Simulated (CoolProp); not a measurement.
Saturation properties of ammonia (Tc = 405.6 K, pc = 11360 kPa, ω = 0.256).

The numbers come from the reference Helmholtz-energy equation of state, Gao 2020 in CoolProp.

```
T (K)  p (kPa)  enthalpy of vaporisation (kJ/kg)  liquid cp (kJ/(kg K))  vapour Z  surface tension (mN/m)
-----  -------  --------------------------------  ---------------------  --------  ----------------------
233.1    71.44                              1389                  4.440    0.9779                    35.7
239.8    101.2                              1370                  4.465    0.9724                    34.1
246.6    140.8                              1349                  4.491    0.9659                    32.5
253.3    191.3                              1328                  4.518    0.9587                    31.0
260.1    256.3                              1306                  4.547    0.9504                    29.4
266.8    336.4                              1284                  4.578    0.9411                    27.8
273.6    436.5                              1260                  4.612    0.9307                    26.2
280.3    556.6                              1236                  4.650    0.9192                    24.6
287.1    703.1                              1210                  4.694    0.9065                    23.0
293.9    877.8                              1183                  4.745    0.8924                    21.5
300.6     1081                              1156                  4.802    0.8774                    19.9
307.4     1321                              1126                  4.869    0.8608                    18.4
```

It boils at 239.8 K under 1 atm.

Surface tension comes from a separate correlation (Mulero 2012).
